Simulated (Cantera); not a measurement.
A closed system holds: 1 mol Ta2O5, 3.4 mol CO.

These are equilibrium values from Cantera (NASA tables, ideal gas, pure condensed phases), not measurements of a reactor. Candidate condensed phases: C, Ta, TaC, Ta2O5; 15 gas species. Mutual solubility and eutectic melting of coexisting phases are not modelled. TaC: taken at fixed stoichiometry. Condensed phases not in the tables: Ta2C. The numbers say what is thermodynamically allowed, not how fast it happens.

**Question.** What condenses at these points (T in K, P in Pa): (1023, 1000000); (923, 32); (1023, 10000); (1123, 320000); (1923, 10); (1723, 32000)?

**Answer.** 
```json
[
 {"T (K)": "1023", "P in Pa": "1000000", "condensed phases": "C + Ta2O5", "Ta condensed (%)": "100.0"},
 {"T (K)": "923", "P in Pa": "32", "condensed phases": "C + Ta2O5", "Ta condensed (%)": "100.0"},
 {"T (K)": "1023", "P in Pa": "10000", "condensed phases": "C + Ta2O5", "Ta condensed (%)": "100.0"},
 {"T (K)": "1123", "P in Pa": "320000", "condensed phases": "C + Ta2O5", "Ta condensed (%)": "100.0"},
 {"T (K)": "1923", "P in Pa": "10", "condensed phases": "Ta2O5", "Ta condensed (%)": "99.7"},
 {"T (K)": "1723", "P in Pa": "32000", "condensed phases": "TaC + Ta2O5", "Ta condensed (%)": "100.0"}
]
```
